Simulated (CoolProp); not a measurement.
Values from CoolProp's reference Helmholtz-energy equation of state, Lemmon 2005. It is a short technical equation, of lower accuracy than the large ones.

Task: For cis-2-butene, give the phase and the cv (kJ/(kg K)), Joule-Thomson coefficient (K/MPa) at 487.5 K and 5.35 bar.

Result: 
- 487.5 K and 5.35 bar: gas; cv 2.02, Joule-Thomson coefficient 6.52
